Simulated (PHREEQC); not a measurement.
Solution (20 °C): 2.1 mmol/kgw NaHSO4 and 4.6 mmol/kgw Na2SO4. Closed to the air; pH follows from the charge balance.

All values are PHREEQC results (ion-association model, phreeqc.dat), not measurements.

This is a speciation only: nothing precipitates in the calculation.

### Question
Estimate the pH, specific conductance.

### Answer
pH 2.85; specific conductance 1640 µS/cm.

### Question
In which forms is Na present?

### Answer
Na+ 98 %, NaSO4- 1.7 % of the Na.

Species that the database lacks are ignored.
